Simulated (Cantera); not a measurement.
An isothermal, constant-pressure homogeneous reactor starts with H₂ : O₂ : N₂ = 0.027 : 1 : 3.1 (molar parts), equivalence ratio 0.013, at 900 K and 10.00 Torr.

Model: GRI-Mech 3.0 (53 species, 325 reactions), integrated in Cantera. Radical loss at walls, strong at low pressure, is not modelled. Below about 950 K walls govern HO2 and H2O2 in real vessels.

x: mole fraction; the columns are a selection and need not sum to one.

```csv
t (s),x H₂,x O₂,x H₂O₂,x O,x NO,x N₂O,x H
2.00e-6,0.00654,0.242,<1e-12,<1e-12,<1e-12,<1e-12,<1e-12
8.98e-6,0.00654,0.242,<1e-12,<1e-12,<1e-12,<1e-12,<1e-12
4.03e-5,0.00654,0.242,<1e-12,<1e-12,<1e-12,<1e-12,<1e-12
0.000181,0.00654,0.242,<1e-12,<1e-12,<1e-12,<1e-12,<1e-12
0.000814,0.00654,0.242,<1e-12,<1e-12,<1e-12,<1e-12,<1e-12
0.00366,0.00654,0.242,<1e-12,2.65e-12,<1e-12,<1e-12,2.02e-12
0.0164,0.00654,0.242,<1e-12,1.80e-10,<1e-12,<1e-12,8.50e-11
0.0737,[?],0.241,[?],[?],5.54e-11,2.52e-11,[?]
0.331,2.69e-5,0.240,1.23e-8,0.000201,7.97e-9,1.36e-9,1.83e-5
1.49,1.64e-6,0.240,5.78e-9,1.26e-5,7.98e-9,1.81e-9,2.35e-7
6.68,1.05e-7,0.240,1.98e-9,8.35e-7,7.93e-9,1.94e-9,4.13e-9
30.0,[?],0.240,4.46e-10,[?],7.92e-9,1.98e-9,1.27e-10
```

### Question
What belongs in the gaps?

### Answer

- 0.0737, x H₂: 0.00522
- 0.0737, x H₂O₂: 2.74e-8
- 0.0737, x O: 0.000524
- 0.0737, x H: 0.000374
- 30.0, x H₂: 4.50e-9
- 30.0, x O: 8.17e-8
